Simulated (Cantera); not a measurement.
**Silicon carbide growth: SiHCl₃ + C₂H₂ + H₂**

Input: 1 mol SiHCl₃, 0.14 mol C₂H₂, 9.1 mol H₂, held at 0.0180 bar.

Equilibrium computed with Cantera from the NASA thermochemical tables; the gas is ideal and each condensed phase is pure. Candidate condensed phases: C, C₆H₆, C₇H₈, C₈H₁₈, Si, SiC; 109 gas species. Mutual solubility and eutectic melting of coexisting phases are not modelled. The tables' values for SiCl₃, SiCl are old estimates; treat these amounts as uncertain. Gases not in the tables: Si₂H₆ and higher silanes. Kinetics and transport are ignored.

From 1198 K to 1273 K the condensed part is Si(s) + SiC(s). From 1348 K to 1798 K the condensed part is SiC(s). The main Si-bearing gas is SiCl₄ at 1198 K and SiCl₂ at 1798 K.

| T (K) | x H₂ | x HCl | x SiCl₂ | x SiCl₄ | x SiCl₃ | x SiHCl₃ | x H | n Si(s) | n SiC(s) |
|---|---|---|---|---|---|---|---|---|---|
| 1198 | 0.851 | 0.0875 | 0.0212 | 0.0256 | 0.00784 | 0.00671 | 1.31e-6 | 0.0517 | 0.280 |
| 1273 | 0.828 | 0.109 | 0.0374 | 0.0127 | 0.00851 | 0.00384 | 4.84e-6 | 0.0303 | 0.280 |
| 1348 | 0.813 | 0.122 | 0.0512 | 0.00469 | 0.00692 | 0.00177 | 1.56e-5 | 0 | 0.280 |
| 1423 | 0.805 | 0.131 | 0.0573 | 0.00154 | 0.00472 | 0.000733 | 4.44e-5 | 0 | 0.280 |
| 1498 | 0.801 | 0.135 | 0.0603 | 0.000500 | 0.00307 | 0.000306 | 0.000115 | 0 | 0.280 |
| 1573 | 0.799 | 0.136 | 0.0618 | 0.000173 | 0.00201 | 0.000134 | 0.000271 | 0 | 0.280 |
| 1648 | 0.798 | 0.137 | 0.0625 | 6.47e-5 | 0.00135 | 6.27e-5 | 0.000593 | 0 | 0.280 |
| 1723 | 0.797 | 0.138 | 0.0629 | 2.62e-5 | 0.000937 | 3.12e-5 | 0.00121 | 0 | 0.280 |
| 1798 | 0.795 | 0.138 | 0.0628 | 1.14e-5 | 0.000665 | 1.64e-5 | 0.00234 | 0 | 0.280 |
x: gas mole fraction; n: condensed amount in mol.
